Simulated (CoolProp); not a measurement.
A Linde-Hampson liquefier for CF4 (R14): isothermal reversible compression at 290 K from 1 atm to 20 MPa, throttling to 1 atm, return gas leaving the recuperator 2 K below the feed. Each further row changes one setting.

The numbers come from the reference Helmholtz-energy equation of state, Platzer 1990 in CoolProp. This equation is an older, rougher fit; its heat capacities, sound speeds and derivatives of the liquid may be far off and weren't checked against measurements.

```tsv
case	liquid yield per pass	compression work (kJ/kg of gas)
as stated	0.297	128
high pressure 40 MPa	(withheld)	(withheld)
warm-end temperature 320 K	(withheld)	(withheld)
warm-end gap 7 K	(withheld)	128
```

Problem. Fill in the missing entries.

Solution. 
- high pressure 40 MPa, liquid yield per pass: 0.313
- high pressure 40 MPa, compression work (kJ/kg of gas): 147
- warm-end temperature 320 K, liquid yield per pass: 0.222
- warm-end temperature 320 K, compression work (kJ/kg of gas): 148
- warm-end gap 7 K, liquid yield per pass: 0.286
